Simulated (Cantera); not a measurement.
Mixture: CH₄ : CO : O₂ : N₂ = 1 : 1.1 : 3.15 : 11.8 (molar parts), equivalence ratio 0.81, at 9.87 atm, adiabatic and at constant pressure. Ignition delay is the time to a rise of 400 K.

Detailed kinetics in Cantera: GRI-Mech 3.0 (53 species, 325 reactions).

Problem. What does this change do: CH4 1 to 0.79 parts?

Solution. 
```tsv
quantity	before	after
delay at 1073 K	53.9 ms	46.8 ms
delay at 1173 K	10.5 ms	8.98 ms
delay at 1273 K	2.55 ms	2.16 ms
delay at 1373 K	0.734 ms	0.623 ms
delay at 1473 K	0.243 ms	0.210 ms
apparent activation energy between 1423 and 1523 K	190 kJ/mol	180 kJ/mol
```

Problem. What does this change do: CH4 1 to 2.1 parts?

Solution. 
| quantity | before | after |
|---|---|---|
| delay at 1073 K | 53.9 ms | 76.3 ms |
| delay at 1173 K | 10.5 ms | 15.5 ms |
| delay at 1273 K | 2.55 ms | 3.85 ms |
| delay at 1373 K | 0.734 ms | 1.11 ms |
| delay at 1473 K | 0.243 ms | 0.360 ms |
| apparent activation energy between 1423 and 1523 K | 190 kJ/mol | 190 kJ/mol |

Problem. What does this change do: pressure from 9.87 atm to 1.28 atm?

Solution. 
| quantity | before | after |
|---|---|---|
| delay at 1073 K | 53.9 ms | 0.334 s |
| delay at 1173 K | 10.5 ms | 60.9 ms |
| delay at 1273 K | 2.55 ms | 13.4 ms |
| delay at 1373 K | 0.734 ms | 3.50 ms |
| delay at 1473 K | 0.243 ms | 1.11 ms |
| apparent activation energy between 1423 and 1523 K | 190 kJ/mol | 190 kJ/mol |
